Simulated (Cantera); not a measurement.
Cantera with NASA thermochemical tables; ideal gases at 1 bar, condensed phases pure. Values are per mole of reaction as written; species without (g) are pure solids or liquids, kept so even where they would boil at 1 bar. TiC: taken at fixed stoichiometry.

2 CO₂(g) + TiC ⇌ 3 CO(g) + TiO(g), with ΔH° = 693.9 kJ and ΔS° = 374.7 J/K at 300 K.

Q: How far is the shortcut ΔG° ≈ ΔH°(300 K) − T·ΔS°(300 K) from the full temperature-dependent value at 2025, 2100, 2175, 2250, 2325, 2400, 2475 K?

A: 
| T (K) | shortcut (kJ) | full (kJ) | difference (kJ) | difference in log10 K |
|---|---|---|---|---|
| 2025 | -64.9 | -39.7 | -25.1 | 0.65 |
| 2100 | -93.0 | -65.5 | -27.5 | 0.68 |
| 2175 | -121.1 | -91.1 | -29.9 | 0.72 |
| 2250 | -149.2 | -116.7 | -32.5 | 0.75 |
| 2325 | -177.3 | -142.2 | -35.1 | 0.79 |
| 2400 | -205.4 | -167.6 | -37.8 | 0.82 |
| 2475 | -233.5 | -192.9 | -40.6 | 0.86 |
The shortcut ignores the heat-capacity change of the reaction.
